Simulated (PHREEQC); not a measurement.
1 kg of water holding 0.13 mol/kgw Na2CO3 meets 20 L of dry gas (H2S 1 by moles) at fixed total pressure, at 10 atm; fugacities by Peng-Robinson. The gases take part in no redox reaction, some water evaporates into the gas, and hydrates or a liquid gas phase aren't modelled. Precipitation was switched off in this run.

Computed with PHREEQC (ion-association model, phreeqc.dat).

```
T (°C)  dissolved H2S (mol/kgw)  φ of H2S    pH
------  -----------------------  --------  ----
30                        0.871     0.925  6.17
40                          ___     0.931  6.15
50                          ___     0.937  6.13
60                          ___     0.942  6.12
70                          ___     0.946  6.12
80                        0.540     0.950  6.13
90                        0.519     0.954  6.14
```

**Question.** Some entries are withheld; supply them.

**Answer.** 
- 40, dissolved H2S (mol/kgw): 0.749
- 50, dissolved H2S (mol/kgw): 0.666
- 60, dissolved H2S (mol/kgw): 0.609
- 70, dissolved H2S (mol/kgw): 0.568

Complexes and solids missing from the database can't appear. Away from 25 °C the constants follow the database's enthalpies or fits; those with neither stay at their 25 °C values.
